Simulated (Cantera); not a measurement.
A perfectly stirred reactor is fed with C₂H₆ : N₂ = 1 : 87 (molar parts), at 0.133 bar; it is held at 1625 K, and followed from long to short residence time.

Detailed kinetics in Cantera: GRI-Mech 3.0 (53 species, 325 reactions). GRI-Mech 3.0 stops at C3 and has no aromatics, soot or wall deposition, so with more carbon than oxygen in the feed, carbon stays in small species such as C2H2 where larger ones or solid carbon would form.

**Question.** Predict: x(C₂H₆) at τ = 1.20 s; x(C₂H₂) at τ = 1.20 s; x(C₂H) at τ = 1.20 s; x(C₂H₄) at τ = 1.20 s; x(HCN) at τ = 1.20 s; x(C₂H₆) at τ = 72.0 ms; x(C₂H₂) at τ = 72.0 ms; x(C₂H) at τ = 72.0 ms; x(C₂H₄) at τ = 72.0 ms; x(HCN) at τ = 72.0 ms.

**Answer.** 
```json
{
 "x(C₂H₆) at τ = 1.20 s": "5.16e-6",
 "x(C₂H₂) at τ = 1.20 s": "0.0105",
 "x(C₂H) at τ = 1.20 s": "1.47e-7",
 "x(C₂H₄) at τ = 1.20 s": "3.20e-5",
 "x(HCN) at τ = 1.20 s": "3.32e-5",
 "x(C₂H₆) at τ = 72.0 ms": "5.64e-5",
 "x(C₂H₂) at τ = 72.0 ms": "0.00984",
 "x(C₂H) at τ = 72.0 ms": "2.78e-7",
 "x(C₂H₄) at τ = 72.0 ms": "0.000252",
 "x(HCN) at τ = 72.0 ms": "2.06e-5"
}
```
